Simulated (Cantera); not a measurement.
Charge: 1 mol n-butane, 0.18 mol O2, 23 mol H2, held at 1152 °C and 0.133 bar.

Equilibrium computed with Cantera from the NASA thermochemical tables; the gas is ideal and each condensed phase is pure. Candidate condensed phases: C, C6H6, C7H8, C8H18, H2O; 110 gas species. Rates play no part.

Base state: H2 0.987, CO 0.0127, CH4 0.000489, H 1.86e-5 (mole fractions); condensed: C(graphite).

Q: What changes in the equilibrium state with this change: temperature from 1152 °C to 652 °C?

A: 
```json
[
 {"species": "H2", "before": "0.987", "after": "0.959"},
 {"species": "CH4", "before": "0.000489", "after": "0.0278"},
 {"species": "CO", "before": "0.0127", "after": "0.0109"},
 {"species": "H2O", "before": "5.07e-6", "after": "0.00207"},
 {"species": "H", "before": "1.86e-5", "after": "<1e-9"},
 {"species": "CO2", "before": "2.87e-8", "after": "4.77e-5"},
 {"species": "C(graphite), mol", "before": "3.63", "after": "2.93"}
]
```
